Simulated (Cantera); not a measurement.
# Diamond growth

A diamond (100) surface in a fixed gas of H2 with x(CH4) = 0.011, x(H) = 0.022, x(CH3) = 0.00026, at 900 K; coverages are run to steady state.

Model: the Harris–Goodwin 1993 mechanism for the reconstructed diamond (100) surface, integrated in Cantera.

```json
[
 {"P (Pa)": "420", "growth (µm/h)": "0.337", "θ c6HH": "0.684", "θ c6H*": "0.0104", "θ c6*H": "0.290", "θ c6**": "0.00434", "θ c6HM": "0.00982"},
 {"P (Pa)": "760", "growth (µm/h)": "0.612", "θ c6HH": "0.684", "θ c6H*": "0.0104", "θ c6*H": "0.289", "θ c6**": "0.00434", "θ c6HM": "0.00985"},
 {"P (Pa)": "1400", "growth (µm/h)": "1.13", "θ c6HH": "0.684", "θ c6H*": "0.0104", "θ c6*H": "0.289", "θ c6**": "0.00434", "θ c6HM": "0.00986"},
 {"P (Pa)": "2400", "growth (µm/h)": "1.94", "θ c6HH": "0.684", "θ c6H*": "0.0104", "θ c6*H": "0.289", "θ c6**": "0.00435", "θ c6HM": "0.00987"},
 {"P (Pa)": "4400", "growth (µm/h)": "3.55", "θ c6HH": "0.684", "θ c6H*": "0.0105", "θ c6*H": "0.289", "θ c6**": "0.00436", "θ c6HM": "0.00988"},
 {"P (Pa)": "7800", "growth (µm/h)": "6.31", "θ c6HH": "0.684", "θ c6H*": "0.0106", "θ c6*H": "0.289", "θ c6**": "0.00437", "θ c6HM": "0.00988"},
 {"P (Pa)": "14000", "growth (µm/h)": "11.3", "θ c6HH": "0.683", "θ c6H*": "0.0109", "θ c6*H": "0.289", "θ c6**": "0.00439", "θ c6HM": "0.00989"},
 {"P (Pa)": "25000", "growth (µm/h)": "20.3", "θ c6HH": "0.683", "θ c6H*": "0.0113", "θ c6*H": "0.288", "θ c6**": "0.00444", "θ c6HM": "0.00990"}
]
```
θ: site fractions in the mechanism's names (c6HH fully hydrogenated, c6H* and c6*H radical sites, c6** diradical, c6HM methylated).
